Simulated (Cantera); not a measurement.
**Stirred combustor or abatement burner**

A perfectly stirred reactor is fed with 11.0 % CH4, 5.37 % H2, 17.5 % O2, 66.1 % N2, at 5.00 bar; it is adiabatic with a 325 K inlet, and is followed from long to short residence time, starting on the burning branch (τ in s: 0.14, 0.055, 0.021, 0.0084, 0.0033, 0.0013, 0.00051, 0.0002, 7.8e-05).

Model: GRI-Mech 3.0 (53 species, 325 reactions), integrated in Cantera.

```tsv
τ (s)	T (K)	x CH4	x H2	x O2	x CO	x HO2	x NO2	x CH2O
0.14	2036	0.000395	0.0682	5.47e-5	0.0655	1.71e-8	2.04e-10	1.19e-6
0.055	2037	0.000802	0.0669	0.000132	0.0648	4.19e-8	3.20e-10	2.67e-6
0.021	2038	0.00146	0.0646	0.000317	0.0633	1.05e-7	5.04e-10	5.75e-6
0.0084	2038	0.00229	0.0615	0.000706	0.0615	2.52e-7	7.68e-10	1.13e-5
0.0033	2033	0.00324	0.0581	0.00154	0.0596	6.25e-7	1.19e-9	2.17e-5
0.0013	2018	0.00434	0.0550	0.00323	0.0584	1.62e-6	1.82e-9	4.07e-5
0.00051	1979	0.00598	0.0524	0.00700	0.0584	4.76e-6	2.60e-9	7.85e-5
0.00020	325	0.110	0.0537	0.175	<1e-12	<1e-12	<1e-12	<1e-12
7.8e-5	325	0.110	0.0537	0.175	<1e-12	<1e-12	<1e-12	<1e-12
```
x: mole fraction; the columns are a selection and need not sum to one.
